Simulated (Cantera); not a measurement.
Mixture: CO : H₂ : CH₄ : O₂ : N₂ = 1 : 0.32 : 0.049 : 0.632 : 2.38 (molar parts), equivalence ratio 1.2, at 500000 Pa, adiabatic and at constant volume. Ignition delay is the time to a rise of 400 K.

Cantera simulation using GRI-Mech 3.0 (53 species, 325 reactions); the numbers are that mechanism's predictions, not measurements.

Q: Predict: delay at 1125 K; delay at 1175 K; delay at 1225 K; delay at 1275 K; delay at 1325 K; delay at 1375 K; apparent activation energy between 1275 and 1375 K.

A: 
- delay at 1125 K: 0.118 ms
- delay at 1175 K: 50.9 µs
- delay at 1225 K: 27.5 µs
- delay at 1275 K: 17.5 µs
- delay at 1325 K: 12.4 µs
- delay at 1375 K: 9.34 µs
- apparent activation energy between 1275 and 1375 K: 92 kJ/mol
